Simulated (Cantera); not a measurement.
Feed: 1 mol HMDSO, 12 mol NO, equilibrated at 1375 K and 0.133 bar.

Method: chemical equilibrium by Gibbs-energy minimisation in Cantera with the NASA 1993 tables (ideal gas, pure condensed phases). Candidate condensed phases: C, C6H6, C7H8, C8H18, H2O, Si, SiC, SiO2, Si2N2O, Si3N4; 151 gas species. The feed counts by its element totals alone. The tables hold silica as quartz up to 1696 K and as liquid above; real silica turns to tridymite and cristobalite and melts near 1996 K. Gases not in the tables: Si(OH)4. Kinetics and transport are ignored.

Problem. What is the equilibrium state?

Solution. 
- x(H2) = 0.324
- x(N2) = 0.286
- x(CO) = 0.247
- x(H2O) = 0.104
- x(CO2) = 0.0385
- x(H) = 5.34e-6
- x(NH3) = 1.23e-6
- n(SiO2(β-quartz)) = 2.00 mol
- gas amount = 21.00 mol
- log10 activity of C(graphite) (absent) = -3.33
- log10 activity of Si(s) (absent) = -11.25
